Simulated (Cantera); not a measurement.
# Stirred combustor or abatement burner

A perfectly stirred reactor is fed with CH4 : H2 : O2 : N2 = 1 : 0.36 : 1.68 : 6.31 (molar parts), equivalence ratio 1.3, at 1.00 atm; it is adiabatic with a 625 K inlet, and is followed from long to short residence time, starting on the burning branch (τ in s: 0.11, 0.043, 0.017, 0.0068, 0.0027, 0.0011, 0.00043, 0.00017, 6.7e-05, 2.7e-05).

Computed with Cantera and GRI-Mech 3.0 (53 species, 325 reactions).

```json
[
 {"τ (s)": "0.11", "T (K)": "2297", "x CH4": "7.26e-6", "x H2": "0.0453", "x O2": "0.000176", "x H": "0.00277", "x N2O": "1.96e-8", "x C2H6": "1.57e-11"},
 {"τ (s)": "0.043", "T (K)": "2289", "x CH4": "1.28e-5", "x H2": "0.0454", "x O2": "0.000278", "x H": "0.00340", "x N2O": "2.34e-8", "x C2H6": "5.49e-11"},
 {"τ (s)": "0.017", "T (K)": "2275", "x CH4": "2.09e-5", "x H2": "0.0455", "x O2": "0.000473", "x H": "0.00439", "x N2O": "2.84e-8", "x C2H6": "1.59e-10"},
 {"τ (s)": "0.0068", "T (K)": "2256", "x CH4": "3.39e-5", "x H2": "0.0457", "x O2": "0.000818", "x H": "0.00581", "x N2O": "3.37e-8", "x C2H6": "4.23e-10"},
 {"τ (s)": "0.0027", "T (K)": "2229", "x CH4": "5.84e-5", "x H2": "0.0460", "x O2": "0.00141", "x H": "0.00769", "x N2O": "3.80e-8", "x C2H6": "1.18e-9"},
 {"τ (s)": "0.0011", "T (K)": "2195", "x CH4": "0.000107", "x H2": "0.0465", "x O2": "0.00232", "x H": "0.00985", "x N2O": "4.04e-8", "x C2H6": "3.59e-9"},
 {"τ (s)": "0.00043", "T (K)": "2153", "x CH4": "0.000224", "x H2": "0.0471", "x O2": "0.00385", "x H": "0.0121", "x N2O": "4.16e-8", "x C2H6": "1.43e-8"},
 {"τ (s)": "0.00017", "T (K)": "2106", "x CH4": "0.000531", "x H2": "0.0480", "x O2": "0.00664", "x H": "0.0135", "x N2O": "4.19e-8", "x C2H6": "7.79e-8"},
 {"τ (s)": "6.7e-5", "T (K)": "2030", "x CH4": "0.00165", "x H2": "0.0499", "x O2": "0.0139", "x H": "0.0123", "x N2O": "3.81e-8", "x C2H6": "8.97e-7"},
 {"τ (s)": "2.7e-5", "T (K)": "625", "x CH4": "0.107", "x H2": "0.0385", "x O2": "0.180", "x H": "<1e-12", "x N2O": "<1e-12", "x C2H6": "<1e-12"}
]
```
x: mole fraction; the columns are a selection and need not sum to one.
